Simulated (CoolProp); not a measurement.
Aqueous calcium chloride as a coolant, at -6 °C, 1 atm.

Computed with CoolProp (Melinder's fits for secondary coolants).

```tsv
mass %	freezing point (°C)	Prandtl number	cp (kJ/(kg K))	viscosity (mPa s)	conductivity (W/(m K))
11.7	-7.4	18.0	3.459	?	?
14.3	-10.2	18.8	3.314	?	0.542
16.9	-13.5	19.8	3.179	?	?
19.5	-17.4	?	3.058	3.73	0.537
22.2	-22.4	23.3	2.948	4.22	0.534
24.8	-28.5	25.9	2.857	4.82	0.531
```

Problem. Complete the blanks.

Solution. 
- 11.7, viscosity (mPa s): 2.84
- 11.7, conductivity (W/(m K)): 0.545
- 14.3, viscosity (mPa s): 3.07
- 16.9, viscosity (mPa s): 3.36
- 16.9, conductivity (W/(m K)): 0.540
- 19.5, Prandtl number: 21.2
